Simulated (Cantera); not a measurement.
**Silicon etching in halogen gases: Si + HBr**

A closed system holds: 1 mol Si, 1.2 mol HBr, at 1023 K.

These are equilibrium values from Cantera (NASA tables, ideal gas, pure condensed phases), not measurements of a reactor. Candidate condensed phases: Br2, Si; 19 gas species. The tables' values for SiBr3 are old estimates; treat these amounts as uncertain. Rates play no part.

```csv
P (Pa),x H2,x SiBr4,x HBr,x SiBr2,x SiHBr3,x SiBr3,n Si(s)
1,0.398,0.0764,0.284,0.231,0.000529,0.00923,0.648
10,0.483,0.177,0.217,0.111,0.00195,0.00977,0.696
100,0.555,0.249,0.142,0.0417,0.00479,0.00708,0.711
1000,0.600,0.285,0.0861,0.0141,0.00980,0.00441,0.710
10000,0.625,0.299,0.0500,0.00457,0.0184,0.00257,0.704
100000,0.635,0.299,0.0283,0.00145,0.0330,0.00145,0.697
```
x: gas mole fraction; n: condensed amount in mol.

From 1.00 Pa to 1.00 bar the condensed part is Si(s). The main Si-bearing gas is SiBr2 at 1.00 Pa and SiBr4 at 1.00 bar. The share of Si in condensed phases is highest at 1.00 mbar (71.1 %) and lowest at 1.00 Pa (64.8 %).
